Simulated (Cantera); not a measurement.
A freely propagating, adiabatic, planar premixed flame of H2 : O2 : N2 = 1 : 0.357 : 1.43 (molar parts), equivalence ratio 1.4, unburnt at 300 K and 1.40 bar; unity-Lewis-number transport, grid criteria slope 0.08 and curve 0.16, no radiation.

Cantera simulation using the H2/O2 subset of GRI-Mech 3.0, which has no nitrogen chemistry; the numbers are that mechanism's predictions, not measurements. Unity Lewis numbers drop preferential diffusion, which matters most where H2 and H carry the flame. Burning velocities carry a grid error of a few per cent, more on coarse grids.

x: mole fraction of selected species; z is measured from the peak of heat release.

```tsv
z (mm)	T (K)	u (m/s)	x H2	x O2	x HO2	x O	x OH	x H2O2
-0.618	300	1.81	0.359	0.128	<1e-8	<1e-8	<1e-8	<1e-8
-0.412	300	1.81	0.359	0.128	6.80e-8	<1e-8	<1e-8	2.00e-8
-0.309	300	1.81	0.359	0.128	3.57e-7	<1e-8	<1e-8	1.05e-7
-0.206	303	1.83	0.358	0.128	4.74e-6	(withheld)	1.84e-8	1.35e-6
-0.103	409	2.45	0.348	0.122	0.000197	(withheld)	1.84e-5	2.89e-5
-0.0515	771	4.51	0.305	0.100	0.000298	(withheld)	0.000574	3.19e-5
0	1219	6.94	0.214	0.0583	9.36e-5	(withheld)	0.00195	5.80e-6
0.0515	1502	8.39	0.133	0.0224	2.96e-5	0.00434	0.00517	2.31e-6
0.103	1648	9.11	0.107	0.00912	1.10e-5	0.00435	0.00743	1.60e-6
0.206	1797	9.81	0.103	0.00406	4.50e-6	(withheld)	0.00854	8.61e-7
0.412	1933	10.4	0.107	0.00228	2.41e-6	(withheld)	0.00801	4.17e-7
0.824	2045	10.9	0.110	0.00113	1.21e-6	(withheld)	0.00648	2.07e-7
1.65	2125	11.3	0.113	0.000481	5.46e-7	(withheld)	0.00462	1.04e-7
```

Problem. Some entries are withheld; supply them.

Solution. 
- -0.206, x O: 9.47e-8
- -0.103, x O: 1.02e-5
- -0.0515, x O: 0.000272
- 0, x O: 0.00229
- 0.206, x O: 0.00334
- 0.412, x O: 0.00202
- 0.824, x O: 0.00101
- 1.65, x O: 0.000432
